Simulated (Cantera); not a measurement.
Input: 1 mol HgO, 1.5 mol O₂, a varied amount of N₂, held at 725 K and 0.130 bar.

These are equilibrium values from Cantera (NASA tables, ideal gas, pure condensed phases), not measurements of a reactor. Candidate condensed phases: Hg, HgO; 10 gas species. Kinetics and transport are ignored.

x: gas mole fraction; nothing condenses.

```json
[
 {"n(N₂) (mol)": "0.21", "x N₂": "0.0654", "x O₂": "0.623", "x Hg": "0.312", "x NO": "2.40e-7", "x NO₂": "…"},
 {"n(N₂) (mol)": "0.4", "x N₂": "0.118", "x O₂": "0.588", "x Hg": "0.294", "x NO": "3.13e-7", "x NO₂": "…"},
 {"n(N₂) (mol)": "0.76", "x N₂": "0.202", "x O₂": "0.532", "x Hg": "0.266", "x NO": "3.90e-7", "x NO₂": "1.71e-7"},
 {"n(N₂) (mol)": "1.5", "x N₂": "0.333", "x O₂": "0.444", "x Hg": "0.222", "x NO": "4.58e-7", "x NO₂": "1.84e-7"},
 {"n(N₂) (mol)": "2.8", "x N₂": "0.483", "x O₂": "0.345", "x Hg": "0.172", "x NO": "4.85e-7", "x NO₂": "1.72e-7"},
 {"n(N₂) (mol)": "5.4", "x N₂": "0.643", "x O₂": "0.238", "x Hg": "0.119", "x NO": "4.65e-7", "x NO₂": "…"},
 {"n(N₂) (mol)": "10", "x N₂": "0.769", "x O₂": "0.154", "x Hg": "0.0769", "x NO": "4.09e-7", "x NO₂": "…"},
 {"n(N₂) (mol)": "20", "x N₂": "0.870", "x O₂": "0.0870", "x Hg": "0.0435", "x NO": "3.27e-7", "x NO₂": "…"},
 {"n(N₂) (mol)": "38", "x N₂": "0.927", "x O₂": "0.0488", "x Hg": "0.0244", "x NO": "2.53e-7", "x NO₂": "…"},
 {"n(N₂) (mol)": "73", "x N₂": "0.961", "x O₂": "0.0263", "x Hg": "0.0132", "x NO": "1.89e-7", "x NO₂": "…"}
]
```

Complete the blanks.


- 0.21, x NO₂: 1.14e-7
- 0.4, x NO₂: 1.44e-7
- 5.4, x NO₂: 1.37e-7
- 10, x NO₂: 9.66e-8
- 20, x NO₂: 5.80e-8
- 38, x NO₂: 3.36e-8
- 73, x NO₂: 1.85e-8
